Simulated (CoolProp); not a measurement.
Vapour-liquid equilibrium of toluene (1) + o-xylene (2) at 1.51 MPa; x and y are mole fractions of (1).

Computed with CoolProp (multi-fluid Helmholtz-energy mixture model, Lemmon 2006 and Zhou 2012; pair parameters Bell 2016).

```
x      bubble temperature, mixture model (°C)  bubble temperature, Raoult's law (°C)  y, mixture model  y, Raoult's law
-----  --------------------------------------  -------------------------------------  ----------------  ---------------
0.05                                    283.5                                  283.1             0.071            0.087
0.125                                   279.9                                  279.0             0.173            0.207
0.2                                     276.3                                  275.1             0.270            0.314
0.275                                   272.8                                  271.5             0.362            0.411
0.35                                    269.3                                  267.9             0.448            0.499
0.425                                   265.9                                  264.6             0.529            0.579
0.5                                     262.6                                  261.4             0.605            0.651
0.575                                   259.4                                  258.3             0.675            0.717
0.65                                    256.3                                  255.4             0.741            0.777
0.725                                   253.2                                  252.5             0.803            0.833
0.8                                     250.3                                  249.8             0.861            0.883
0.875                                   247.5                                  247.2             0.915            0.930
0.95                                    244.8                                  244.7             0.967            0.973
```

The largest gap from Raoult's law is +1.4 K in bubble temperature, at x = 0.35. No azeotrope shows between x = 0.05 and 0.95.

Pair parameters are fitted to limited data, so mixtures are less certain than the pure fluids.
